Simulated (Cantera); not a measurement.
An adiabatic, constant-pressure homogeneous reactor starts with CH3OH : O2 : N2 : H2O = 1 : 1.25 : 4.7 : 0.15 (molar parts), at 1400 K and 100000 Pa.

Model: GRI-Mech 3.0 (53 species, 325 reactions), integrated in Cantera. GRI-Mech 3.0 was tuned for natural gas; its chemistry of methanol as a main component is partial and can be far from experiment.

One state of this run: T (K) = 2381; x CH3OH = <1e-12; x O2 = 0.0188; x H2O = 0.197; x CO2 = 0.0550; x CH2 = <1e-12; x CH2O = 6.90e-10; x NO = 5.37e-5. x: mole fraction; the columns are a selection and need not sum to one.

Q: Which value of t (s) does it belong to?
(A) 0.200
(B) 0.000303
(C) 3.48e-5
(D) 0.000624

A: D, 0.000624
